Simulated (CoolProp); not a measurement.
Vapour pressure (MPa) of ammonia: the reference equation beside estimates from Tc = 405.6 K, pc = 11.36 MPa, ω = 0.256.

Model: reference Helmholtz-energy equation of state, Gao 2020, in CoolProp.

```tsv
T (K)	reference	Redlich-Kwong	Soave-Redlich-Kwong
215.8	0.02593	___	0.02412
227	___	0.1078	0.04831
238.2	0.09328	0.1853	0.08972
249.5	0.1612	0.3011	0.1570
260.7	0.2628	0.4632	0.2586
272	0.4111	0.6850	0.4079
283.2	___	0.9733	0.6153
294.4	0.8918	1.340	___
305.7	1.258	1.801	1.269
316.9	1.723	2.358	___
328.2	2.313	3.031	2.348
339.4	3.036	3.818	3.087
350.6	3.917	4.733	3.986
361.9	4.986	5.795	5.073
```

Q: Some entries are withheld; supply them.

A: 
- 215.8, Redlich-Kwong: 0.05842
- 227, reference: 0.05100
- 283.2, reference: 0.6159
- 294.4, Soave-Redlich-Kwong: 0.8959
- 316.9, Soave-Redlich-Kwong: 1.744

Absolute difference from the reference over all 14 rows, mean and median: Redlich-Kwong 60.5 and 54.1 %, Soave-Redlich-Kwong 2.2 and 1.6 %.
